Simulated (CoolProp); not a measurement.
Hydrogen sulfide at 293.15 K and 1.34 MPa is throttled through a valve to 0.302 MPa with no heat exchange. Each further row changes one setting.

The numbers come from the reference Helmholtz-energy equation of state, Lemmon 2006 in CoolProp. It is a short technical equation, of lower accuracy than the large ones.

```json
[
 {"case": "as stated", "temperature change (K)": "(withheld)", "final density (kg/m³)": "(withheld)"},
 {"case": "outlet pressure 0.0906 MPa", "temperature change (K)": "(withheld)", "final density (kg/m³)": "(withheld)"},
 {"case": "outlet pressure 0.393 MPa", "temperature change (K)": "(withheld)", "final density (kg/m³)": "(withheld)"}
]
```

Problem. What belongs in the gaps?

Solution. 
- as stated, temperature change (K): -20.7
- as stated, final density (kg/m³): 4.69
- outlet pressure 0.0906 MPa, temperature change (K): -25.3
- outlet pressure 0.0906 MPa, final density (kg/m³): 1.40
- outlet pressure 0.393 MPa, temperature change (K): -18.7
- outlet pressure 0.393 MPa, final density (kg/m³): 6.11
